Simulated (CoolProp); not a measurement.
Saturation properties of CHF3 (R23).

Computed with CoolProp (reference Helmholtz-energy equation of state, Penoncello 2003).

| T (°C) | p (bar) | vapour density (kg/m³) | liquid viscosity (µPa s) | vapour viscosity (µPa s) |
|---|---|---|---|---|
| -70.15 | 1.922 | ___ | 254 | 10.1 |
| -61.55 | ___ | 12.62 | 224 | 10.6 |
| -52.95 | 4.239 | 18.15 | 198 | 11.1 |
| -44.35 | 5.993 | 25.45 | 176 | 11.5 |
| -35.75 | 8.247 | 35.01 | ___ | 12.1 |
| -27.15 | 11.08 | 47.43 | 139 | 12.6 |
| -18.45 | 14.64 | ___ | 123 | ___ |
| -9.85 | 18.94 | 85.10 | 109 | 13.9 |
| -1.25 | 24.11 | 113.7 | 94.5 | 14.8 |

### Question
Some entries are withheld; supply them.

### Answer

- -70.15, vapour density (kg/m³): 8.521
- -61.55, p (bar): 2.906
- -35.75, liquid viscosity (µPa s): 157
- -18.45, vapour density (kg/m³): 63.81
- -18.45, vapour viscosity (µPa s): 13.2

It boils at -82.0 °C under 1 atm.

Viscosity comes from a separate model (Shan 2000).
